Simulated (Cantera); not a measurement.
A perfectly stirred reactor is fed with CH₄ : H₂ : H = 0.021 : 1 : 0.12 (molar parts), at 13300 Pa; it is held at 2075 K, and followed from long to short residence time.

Cantera simulation using GRI-Mech 3.0 (53 species, 325 reactions); the numbers are that mechanism's predictions, not measurements. GRI-Mech 3.0 stops at C3 and has no aromatics, soot or wall deposition, so with more carbon than oxygen in the feed, carbon stays in small species such as C2H2 where larger ones or solid carbon would form.

### Question
What does this change do: H 0.12 to 0.042 parts?

### Answer
```json
[
 {"quantity": "x(CH₄) at τ = 6.20 s", "before": "0.000322", "after": "0.000335"},
 {"quantity": "x(H₂) at τ = 6.20 s", "before": "0.983", "after": "0.983"},
 {"quantity": "x(H) at τ = 6.20 s", "before": "0.00745", "after": "0.00732"},
 {"quantity": "x(CH₃) at τ = 6.20 s", "before": "4.75e-5", "after": "4.85e-5"},
 {"quantity": "x(C₂H) at τ = 6.20 s", "before": "1.68e-6", "after": "1.71e-6"},
 {"quantity": "x(CH₄) at τ = 16.0 ms", "before": "0.00205", "after": "0.00433"},
 {"quantity": "x(H₂) at τ = 16.0 ms", "before": "0.973", "after": "0.979"},
 {"quantity": "x(H) at τ = 16.0 ms", "before": "0.0163", "after": "0.00889"},
 {"quantity": "x(CH₃) at τ = 16.0 ms", "before": "0.000663", "after": "0.000763"},
 {"quantity": "x(C₂H) at τ = 16.0 ms", "before": "3.23e-6", "after": "1.59e-6"}
]
```

### Question
What does this change do: temperature 2075 to 2850 K?

### Answer
| quantity | before | after |
|---|---|---|
| x(CH₄) at τ = 6.20 s | 0.000322 | 3.65e-6 |
| x(H₂) at τ = 6.20 s | 0.983 | 0.758 |
| x(H) at τ = 6.20 s | 0.00745 | 0.234 |
| x(CH₃) at τ = 6.20 s | 4.75e-5 | 1.84e-5 |
| x(C₂H) at τ = 6.20 s | 1.68e-6 | 0.000338 |
| x(CH₄) at τ = 16.0 ms | 0.00205 | 1.83e-5 |
| x(H₂) at τ = 16.0 ms | 0.973 | 0.789 |
| x(H) at τ = 16.0 ms | 0.0163 | 0.202 |
| x(CH₃) at τ = 16.0 ms | 0.000663 | 7.59e-5 |
| x(C₂H) at τ = 16.0 ms | 3.23e-6 | 0.000286 |

### Question
What does this change do: 0.058 parts H2O added?

### Answer
| quantity | before | after |
|---|---|---|
| x(CH₄) at τ = 6.20 s | 0.000322 | 0.000116 |
| x(H₂) at τ = 6.20 s | 0.983 | 0.944 |
| x(H) at τ = 6.20 s | 0.00745 | 0.00744 |
| x(CH₃) at τ = 6.20 s | 4.75e-5 | 1.78e-5 |
| x(C₂H) at τ = 6.20 s | 1.68e-6 | 3.37e-9 |
| x(CH₄) at τ = 16.0 ms | 0.00205 | 0.00195 |
| x(H₂) at τ = 16.0 ms | 0.973 | 0.930 |
| x(H) at τ = 16.0 ms | 0.0163 | 0.0150 |
| x(CH₃) at τ = 16.0 ms | 0.000663 | 0.000606 |
| x(C₂H) at τ = 16.0 ms | 3.23e-6 | 1.36e-6 |
